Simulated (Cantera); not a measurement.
Charge: 1 mol B, 0.74 mol NH3, 37 mol H2, held at 15.8 Torr.

Method: chemical equilibrium by Gibbs-energy minimisation in Cantera with the NASA 1993 tables (ideal gas, pure condensed phases). Candidate condensed phases: B, BN; 15 gas species. Mutual solubility and eutectic melting of coexisting phases are not modelled. The tables' values for BH2 are old estimates; treat these amounts as uncertain. The numbers say what is thermodynamically allowed, not how fast it happens. All values below are at 1798 K.

Base state: H2 0.997, H 0.00243, N2 0.000195, BH2 0.000128 (mole fractions); condensed: B(s) + BN(s).

Task: What changes in the equilibrium state with this change: pressure from 15.8 Torr to 668 Torr?

Result: 
```
species       before     after
----------  --------  --------
H2             0.997     0.999
H            0.00243  0.000373
BH2         0.000128  0.000128
N2          0.000195   4.61e-6
BH3          2.88e-6   1.88e-5
B(s), mol      0.270     0.255
BN(s), mol     0.725     0.740
```
Gases not in the tables: B2H6 and higher boranes.
